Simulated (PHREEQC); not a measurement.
Alkaline etch or developer

Make-up at 72 °C: 0.0023 mol NaOH and 5.6e-06 mol H4SiO4 per kg of water. Closed to the air; pH follows from the charge balance.

Equilibrium calculation in PHREEQC: ion-association model, wateq4f.dat.

| Property | Result |
|---|---|
| pH | 10.11 |
| ionic strength | 0.00230 mol/kgw |
| total alkalinity | 2.30 meq/kg |

```
species   molality  activity   log γ
--------  --------  --------  ------
Na+        0.00230   0.00217  -0.025
OH-        0.00230   0.00216  -0.025
H3SiO4-    4.84e-6   4.57e-6  -0.025
H4SiO4     7.08e-7   7.08e-7   0.000
H2SiO4-2   5.07e-8   4.04e-8  -0.099
```

No solid was allowed to form. Constants without temperature data keep their 25 °C values here.
